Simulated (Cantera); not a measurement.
A closed system holds: 1 mol BF₃, 3.3 mol O₂, 3.2 mol N₂, equilibrated at 2173.15 K and 1.00 bar.

Equilibrium computed with Cantera from the NASA thermochemical tables; the gas is ideal and each condensed phase is pure. Candidate condensed phases: B, BN, B₂O₃; 31 gas species. Rates play no part.

Base state: O₂ 0.430, N₂ 0.419, BF₃ 0.130, NO 0.0124, F 0.00455, BOF 0.00219, O 0.00149, BOF₂ 0.000158 (mole fractions); condensed: gas only.

### Question
What changes in the equilibrium state with this change: pressure from 1.00 bar to 13.3 mbar?

### Answer
```
species    before     after
-------  --------  --------
N₂          0.419     0.406
O₂          0.430     0.404
BF₃         0.130     0.111
F         0.00455    0.0365
O         0.00149    0.0125
BOF       0.00219    0.0182
NO         0.0124    0.0118
NO₂       2.36e-5   2.52e-6
BF₂       4.25e-6   3.36e-5
BOF₂     0.000158  0.000140
```
The tables' values for BF₂ are old estimates; treat these amounts as uncertain.
